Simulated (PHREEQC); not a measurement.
PHREEQC input (Pitzer model, pitzer.dat):

```
SOLUTION 1
  temp 25
  units mol/kgw
  pH 7 charge
  Cl 0.35
  Na 0.953
  C(4) 0.023
  S(6) 0.25
END
USE solution 1
INCREMENTAL_REACTIONS false
REACTION 1
  H2O -1
  0 9.886 18.011 24.689 30.178 34.689 38.397 41.444
  43.949 46.007 47.699 49.089 50.232 51.172 51.944 52.578
  53.1 53.528 moles
EQUILIBRIUM_PHASES 1
  Burkeite 0 0
  Halite 0 0
  Mirabilite 0 0
  Nahcolite 0 0
  Natron 0 0
  Thenardite 0 0
  Trona 0 0
  CO2(g) -3.4 10
SELECTED_OUTPUT 1
  -reset false
  -pH true
  -pe true
  -ionic_strength true
  -water true
  -activities H2O
  -totals C Cl Na S
  -molalities H+ Na+ Cl- CO3-2 SO4-2 OH- HCO3- CO2 HSO4-
  -equilibrium_phases Burkeite Halite Mirabilite Nahcolite Natron Thenardite Trona
PRINT
  -reset false
END
```

Selected output (columns that matter, 18 of 18 rows; water left (kg) added in front):

```
water left (kg)	pH	mu	C	Cl	Na	S	m_H+	m_Na+	m_Cl-	la_H2O	Halite	Mirabilite	Thenardite	Trona
1.00017	9.5151	1.2352	0.070545	0.34994	0.95284	0.24996	5.2681e-10	0.95284	0.34994	-0.010166	0	0	0	0
0.822092	9.5368	1.5047	0.083916	0.42574	1.1592	0.3041	4.9991e-10	1.1592	0.42574	-0.012286	0	0	0	0
0.675739	9.5557	1.8328	0.0999	0.51795	1.4103	0.36997	4.7217e-10	1.4103	0.51795	-0.014875	0	0	0	0
0.555453	9.5719	2.2321	0.11904	0.63012	1.7157	0.45008	4.4216e-10	1.7157	0.63012	-0.018062	0	0	0	0
0.456586	9.5853	2.7183	0.14202	0.76656	2.0872	0.54754	4.0842e-10	2.0872	0.76656	-0.022021	0	0	0	0
0.375337	9.5961	3.3098	0.16967	0.9325	2.5391	0.66607	3.6957e-10	2.5391	0.9325	-0.027001	0	0	0	0
0.308552	9.6045	4.0296	0.20302	1.1343	3.0886	0.81023	3.2467e-10	3.0886	1.1343	-0.033359	0	0	0	0
0.253674	9.6106	4.9049	0.24338	1.3797	3.7568	0.98552	2.7364e-10	3.7568	1.3797	-0.041614	0	0	0	0
0.208558	9.6146	5.9696	0.29241	1.6782	4.5695	1.1987	2.1777e-10	4.5695	1.6782	-0.052546	0	0	0	0
0.171491	9.6166	7.2633	0.35218	2.0409	5.5571	1.4578	1.6023e-10	5.5571	2.0409	-0.067312	0	0	0	0
0.133422	9.6364	8.3938	0.4457	2.6233	6.5101	1.5574	1.0379e-10	6.5101	2.6233	-0.086293	0	0.042202	0	0
0.115994	9.6538	8.7579	0.50735	3.0174	6.8867	1.4907	8.159e-11	6.8867	3.0174	-0.096651	0	0	0.077091	0
0.0954211	9.688	8.6732	0.60544	3.668	7.0487	1.1506	6.1132e-11	7.0487	3.668	-0.10788	0	0	0.1402	0
0.0785028	9.7159	8.8007	0.72408	4.4584	7.3987	0.81411	4.3191e-11	7.3987	4.4584	-0.12443	0	0	0.18609	0
0.0643093	9.7012	8.8251	0.70572	4.9672	7.5819	0.66564	3.6655e-11	7.5819	4.9672	-0.13451	0.030562	0	0.20719	0.0068223
0.0526764	9.7012	8.8251	0.70572	4.9672	7.5819	0.66564	3.6655e-11	7.5819	4.9672	-0.13451	0.088345	0	0.21494	0.011799
0.0430986	9.7012	8.8251	0.70572	4.9672	7.5819	0.66564	3.6655e-11	7.5819	4.9672	-0.13451	0.13592	0	0.22131	0.015896
0.0352455	9.7012	8.8251	0.70572	4.9672	7.5819	0.66564	3.6655e-11	7.5819	4.9672	-0.13451	0.17493	0	0.22654	0.019256
```

Species that the database lacks are ignored.
